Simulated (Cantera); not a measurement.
Charge: 1 mol KOH, 1.1 mol C, 8.3 mol H₂, held at 33.0 Pa.

Equilibrium computed with Cantera from the NASA thermochemical tables; the gas is ideal and each condensed phase is pure. Candidate condensed phases: C, C₆H₆, C₇H₈, C₈H₁₈, H₂O, K, KOH, KO₂, K₂CO₃, K₂O, K₂O₂; 116 gas species. Rates play no part. All values below are at 1602 °C.

Base state: H₂ 0.786, CO 0.0911, K 0.0911, H 0.0320, C₂H₂ (acetylene) 0.000249 (mole fractions); condensed: C(graphite).

Problem. What changes in the equilibrium state with this change: KOH replaced by K₂CO₃?

Solution. 
```
species             before     after
----------------  --------  --------
H₂                   0.786     0.580
CO                  0.0911     0.163
K                   0.0911     0.159
H₂O                4.71e-9    0.0664
H                   0.0320    0.0275
CO₂                  <1e-9   0.00452
KOH                  <1e-9  0.000422
C₂H₂ (acetylene)  0.000249     <1e-9
OH                   <1e-9  0.000245
C(graphite), mol    0.0945         0
```
